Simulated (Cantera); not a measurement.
# Adiabatic ignition

An adiabatic, constant-volume homogeneous reactor starts with CO : H₂ : CH₄ : O₂ : N₂ : H₂O = 1 : 0.12 : 0.14 : 0.35 : 1.32 : 0.86 (molar parts), equivalence ratio 2.4, at 1350 K and 2800000 Pa.

Model: GRI-Mech 3.0 (53 species, 325 reactions), integrated in Cantera. The pressure lies above the range GRI-Mech 3.0 was tuned for (to about 10 atm).

```json
[
 {"t (s)": "1.00e-6", "T (K)": "1350", "P (bar)": "28.0", "x CO": "0.264", "x H₂": "0.0317", "x CH₄": "0.0369", "x NO": "<1e-12", "x HCN": "<1e-12"},
 {"t (s)": "2.93e-6", "T (K)": "1350", "P (bar)": "28.0", "x CO": "0.264", "x H₂": "0.0317", "x CH₄": "0.0369", "x NO": "<1e-12", "x HCN": "<1e-12"},
 {"t (s)": "8.58e-6", "T (K)": "1351", "P (bar)": "28.0", "x CO": "0.264", "x H₂": "0.0316", "x CH₄": "0.0369", "x NO": "<1e-12", "x HCN": "<1e-12"},
 {"t (s)": "2.51e-5", "T (K)": "1372", "P (bar)": "28.4", "x CO": "0.263", "x H₂": "0.0309", "x CH₄": "0.0365", "x NO": "1.86e-12", "x HCN": "<1e-12"},
 {"t (s)": "7.37e-5", "T (K)": "2556", "P (bar)": "52.1", "x CO": "0.192", "x H₂": "0.0709", "x CH₄": "1.40e-8", "x NO": "1.73e-5", "x HCN": "4.51e-7"},
 {"t (s)": "0.000216", "T (K)": "2556", "P (bar)": "52.1", "x CO": "0.192", "x H₂": "0.0709", "x CH₄": "1.83e-9", "x NO": "4.15e-5", "x HCN": "2.40e-7"},
 {"t (s)": "0.000632", "T (K)": "2556", "P (bar)": "52.1", "x CO": "0.192", "x H₂": "0.0709", "x CH₄": "1.84e-9", "x NO": "9.63e-5", "x HCN": "5.61e-7"},
 {"t (s)": "0.00185", "T (K)": "2555", "P (bar)": "52.1", "x CO": "0.192", "x H₂": "0.0709", "x CH₄": "1.84e-9", "x NO": "0.000146", "x HCN": "8.56e-7"},
 {"t (s)": "0.00543", "T (K)": "2555", "P (bar)": "52.1", "x CO": "0.192", "x H₂": "0.0709", "x CH₄": "1.84e-9", "x NO": "0.000150", "x HCN": "8.80e-7"},
 {"t (s)": "0.0159", "T (K)": "2555", "P (bar)": "52.1", "x CO": "0.192", "x H₂": "0.0709", "x CH₄": "1.84e-9", "x NO": "0.000150", "x HCN": "8.80e-7"},
 {"t (s)": "0.0466", "T (K)": "2555", "P (bar)": "52.1", "x CO": "0.192", "x H₂": "0.0709", "x CH₄": "1.84e-9", "x NO": "0.000150", "x HCN": "8.80e-7"},
 {"t (s)": "0.137", "T (K)": "2555", "P (bar)": "52.1", "x CO": "0.192", "x H₂": "0.0709", "x CH₄": "1.84e-9", "x NO": "0.000150", "x HCN": "8.80e-7"},
 {"t (s)": "0.400", "T (K)": "2555", "P (bar)": "52.1", "x CO": "0.192", "x H₂": "0.0709", "x CH₄": "1.84e-9", "x NO": "0.000150", "x HCN": "8.80e-7"}
]
```
x: mole fraction; the columns are a selection and need not sum to one.

```json
{
 "time_of_steepest_temperature_rise": "53.5 µs",
 "temperature at 0.400 s": "2555 K",
 "equilibrium_temperature": "2555 K",
 "x(CO) at 0.400 s": "0.192 (gas-phase equilibrium 0.192)",
 "x(H₂) at 0.400 s": "0.0709 (gas-phase equilibrium 0.0709)",
 "x(CH₄) at 0.400 s": "1.84e-9 (gas-phase equilibrium 2.01e-9)"
}
```
